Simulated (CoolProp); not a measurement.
Vapour-liquid equilibrium of propane (1) + dimethyl ether (2) at 214.8 K; x and y are mole fractions of (1).

Model: multi-fluid Helmholtz-energy mixture model, Lemmon 2009 and Wu 2011; pair parameters Bell 2016, in CoolProp.

| x | bubble pressure, mixture model (MPa) | bubble pressure, Raoult's law (MPa) | y, mixture model | y, Raoult's law |
|---|---|---|---|---|
| 0.05 | 0.02219 | 0.01939 | 0.227 | 0.120 |
| 0.125 | 0.02726 | 0.02154 | 0.412 | 0.270 |
| 0.2 | 0.03116 | 0.02368 | 0.519 | 0.393 |
| 0.275 | 0.03420 | 0.02583 | 0.590 | 0.496 |
| 0.35 | 0.03662 | 0.02797 | 0.642 | 0.583 |
| 0.425 | 0.03858 | 0.03012 | 0.683 | 0.657 |
| 0.5 | 0.04023 | 0.03226 | 0.719 | 0.722 |
| 0.575 | 0.04165 | 0.03440 | 0.752 | 0.778 |
| 0.65 | 0.04289 | 0.03655 | 0.785 | 0.828 |
| 0.725 | 0.04399 | 0.03869 | 0.820 | 0.872 |
| 0.8 | 0.04496 | 0.04084 | 0.858 | 0.912 |
| 0.875 | 0.04577 | 0.04298 | 0.902 | 0.948 |
| 0.95 | 0.04634 | 0.04513 | 0.956 | 0.980 |

The largest gap from Raoult's law is +32.4 % in bubble pressure, at x = 0.275. No azeotrope shows between x = 0.05 and 0.95.

Pair parameters are fitted to limited data, so mixtures are less certain than the pure fluids.
